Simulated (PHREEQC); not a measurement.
# Nickel, zinc or cadmium bath

Make-up at 65 °C: 0.039 mol ZnSO4, 0.0013 mol H3BO3 and 0.00082 mol FeSO4 per kg of water. Closed to the air; pH follows from the charge balance.

Equilibrium calculation in PHREEQC: ion-association model, wateq4f.dat.

No solid was allowed to form.

Question: Estimate the pH.

Answer: pH 5.16.

Question: In which forms is Zn present?

Answer: Zn+2 52 %, ZnSO4 43 %, Zn(SO4)2-2 5.1 % of the Zn.

Complexes and solids missing from the database can't appear. Away from 25 °C the constants follow the database's enthalpies or fits; those with neither stay at their 25 °C values.
